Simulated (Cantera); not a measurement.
Charge: 1 mol SiC, 3.7 mol N₂O, 680 mol N₂, equilibrated at 5.48 Torr.

Equilibrium computed with Cantera from the NASA thermochemical tables; the gas is ideal and each condensed phase is pure. Candidate condensed phases: C, Si, SiC, SiO₂, Si₂N₂O, Si₃N₄; 34 gas species. The tables hold silica as quartz up to 1696 K and as liquid above; real silica turns to tridymite and cristobalite and melts near 1996 K. Equilibrium is a limit: real reactors are often held back by kinetics, nucleation or transport.

Problem. Which condensed phases are stable at each of these points (T (°C)): 875, 1025, 1175, 1325, 1475, 1625, 1775?

Solution. 
| T (°C) | condensed phases | Si condensed (%) |
|---|---|---|
| 875 | SiO₂(β-quartz) | 100.0 |
| 1025 | SiO₂(β-quartz) | 100.0 |
| 1175 | SiO₂(β-quartz) | 100.0 |
| 1325 | SiO₂(β-quartz) | 100.0 |
| 1475 | SiO₂(condensed) | 99.0 |
| 1625 | SiO₂(condensed) | 81.2 |
| 1775 | gas only | 0.0 |

From 875 °C to 1325 °C the condensed part is SiO₂(β-quartz). From 1475 °C to 1625 °C the condensed part is SiO₂(condensed). At 1775 °C nothing is condensed.
